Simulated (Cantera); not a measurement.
## Diamond growth

A diamond (100) surface in a fixed gas of H2 with x(CH4) = 0.015, x(H) = 0.0084, x(CH3) = 0.00062, at 1325 K; coverages are run to steady state.

Cantera simulation using the Harris–Goodwin 1993 mechanism for the reconstructed diamond (100) surface; the numbers are that mechanism's predictions, not measurements.

```
P (Pa)  growth (µm/h)  θ c6HH  θ c6H*  θ c6*H  θ c6**    θ c6HM
------  -------------  ------  ------  ------  ------  --------
1400             1.49   0.368  0.0517   0.530  0.0480  0.000254
2200             2.62   0.368  0.0517   0.530  0.0479  0.000400
3300             4.40   0.368  0.0517   0.530  0.0479  0.000595
5000             7.64   0.368  0.0517   0.530  0.0479  0.000884
7600             13.7   0.368  0.0517   0.529  0.0478   0.00130
11000            23.3   0.368  0.0517   0.528  0.0478   0.00180
17000            44.4   0.367  0.0517   0.527  0.0477   0.00258
26000            83.9   0.366  0.0518   0.526  0.0477   0.00356
```
θ: site fractions in the mechanism's names (c6HH fully hydrogenated, c6H* and c6*H radical sites, c6** diradical, c6HM methylated).
